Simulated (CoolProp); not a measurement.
Isopentane along the isobar 3.45 MPa: fugacity coefficient from the reference equation and from simpler models built on Tc = 187.2 °C, pc = 3.378 MPa, ω = 0.227; each cubic takes its own stable root.

Model: reference Helmholtz-energy equation of state, Lemmon 2006, in CoolProp. It is a short technical equation, of lower accuracy than the large ones.

```csv
T (°C),phase,reference
154.65,liquid,0.4625
160.65,liquid,0.4964
166.75,liquid,0.5314
172.75,liquid,0.5662
178.75,liquid,0.6008
184.75,liquid,0.6347
190.75,supercritical,0.6628
196.75,supercritical,0.6806
202.75,supercritical,0.6961
208.85,supercritical,0.7103
214.85,supercritical,0.7232
220.85,supercritical,0.7352
226.85,supercritical,0.7464
```

Question: How far does each simpler model (van der Waals, Soave-Redlich-Kwong) lie from the reference over these 13 states: mean and median of the absolute difference, and the worst?

Answer: 
- van der Waals: mean 8.1 %, median 4.9 %, worst +23.2 % at 154.65 °C and 3.45 MPa
- Soave-Redlich-Kwong: mean 1.5 %, median 1.0 %, worst +2.8 % at 154.65 °C and 3.45 MPa
